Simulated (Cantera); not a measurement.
A Cantera script and what it prints.

```python
import numpy as np
import cantera as ct

gas_names = """
    O2 Br2
""".split()
cond_names = """
    Ca(L) CaBr2(L) CaO(s)
""".split()


# ... load() reads the species with a 1 bar reference pressure and builds the phases ...
species = {s.name: s for s in load("nasa_gas.yaml", gas_names) + load("nasa_condensed.yaml", cond_names)}
T = 1175
g = {n: (s.thermo.h(T) - T * s.thermo.s(T)) / (ct.gas_constant * T * np.log(10)) for n, s in species.items()}
valid = cond_names  # the entries whose range holds T


def stable(la, lb):
    # potentials (over RT ln 10) of the two non-metals from log10 p(O2) and log10 p(Br2) in bar
    mu = {}
    mu["O"] = (g["O2"] + la) / 2
    mu["Br"] = (g["Br2"] + lb) / 2
    cost = {}
    for n in valid:
        c = species[n].composition
        cost[n] = (g[n] - sum(c.get(e, 0) * m for e, m in mu.items())) / c["Ca"]
    return min(cost, key=cost.get)


results = []
for lb in [0, -1.9, -3.8, -5.6, -7.5, -9.4, -11.2, -13.1, -15]:
    row = [stable(la, lb) for la in [-32, -30.1, -28.2, -26.4, -24.5, -22.6, -20.7, -18.8, -16.9, -15.1, -13.2, -11.3, -9.4, -7.5, -5.6, -3.8, -1.9, 0]]
    results.append(row)
    print(f"{lb:6.1f}  " + " ".join(f"{valid.index(n):x}" for n in row))
print("key: " + ", ".join(f"{i:x} {n}" for i, n in enumerate(valid)))
```

It prints:

```
   0.0  1 1 1 1 1 1 1 1 1 1 1 1 1 1 1 1 1 1
  -1.9  1 1 1 1 1 1 1 1 1 1 1 1 1 1 1 1 1 2
  -3.8  1 1 1 1 1 1 1 1 1 1 1 1 1 1 1 2 2 2
  -5.6  1 1 1 1 1 1 1 1 1 1 1 1 1 2 2 2 2 2
  -7.5  1 1 1 1 1 1 1 1 1 1 1 2 2 2 2 2 2 2
  -9.4  1 1 1 1 1 1 1 1 1 2 2 2 2 2 2 2 2 2
 -11.2  1 1 1 1 1 1 1 2 2 2 2 2 2 2 2 2 2 2
 -13.1  1 1 1 1 1 2 2 2 2 2 2 2 2 2 2 2 2 2
 -15.0  1 1 1 2 2 2 2 2 2 2 2 2 2 2 2 2 2 2
key: 0 Ca(L), 1 CaBr2(L), 2 CaO(s)
```

Standard-state values (1 bar) from the NASA 1993 polynomials, evaluated with Cantera. Not in the tables: oxide halides.
